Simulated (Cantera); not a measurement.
Feed: 1 mol C3H8, 0.54 mol NH3, 0.15 mol N2, at 750 Torr.

Equilibrium computed with Cantera from the NASA thermochemical tables; the gas is ideal and each condensed phase is pure. Candidate condensed phases: C, C6H6, C7H8, C8H18; 92 gas species. Equilibrium is a limit: real reactors are often held back by kinetics, nucleation or transport.

log p: log10 of the partial pressure in bar; n: condensed amount in mol.

```
T (K)  log p H2  log p N2     log p H   log p HCN  n C(graphite)
-----  --------  --------  ----------  ----------  -------------
1598      -0.04     -1.10       -4.29       -3.26           2.99
1698      -0.04     -1.10       -3.86       -3.01           2.99
1798      -0.04     -1.10       -3.47       -2.78           2.99
1898      -0.04     -1.10  (withheld)  (withheld)           2.98
1998      -0.04     -1.11       -2.81       -2.41           2.97
2098      -0.04     -1.11       -2.53       -2.25           2.95
2198      -0.04     -1.12       -2.28       -2.10           2.93
2298      -0.05     -1.13  (withheld)  (withheld)           2.90
2398      -0.05     -1.14       -1.83       -1.86           2.85
2498      -0.06     -1.16       -1.63       -1.76           2.79
```

What belongs in the gaps?


- 2298, log p H: -2.04
- 2298, log p HCN: -1.98
- 1898, log p H: -3.13
- 1898, log p HCN: -2.59
